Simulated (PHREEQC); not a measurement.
Solution (25 °C): 0.1 mol/kgw HF, 0.0061 mol/kgw NH4HF2 and 0.026 mol/kgw H2SiF6. Closed to the air; pH follows from the charge balance.

All values are PHREEQC results (ion-association model, phreeqc.dat), not measurements.

Task: The ionic strength comes out as 0.0813 mol/kgw. What activity coefficients do NH4+, SiF6-2, HF2-, F-, H+ get?

Result: NH4+ 0.76, SiF6-2 0.40, HF2- 0.79, F- 0.78, H+ 0.83.

Precipitation was switched off in this run. SiF6-2 is the database's only silicon fluoride.
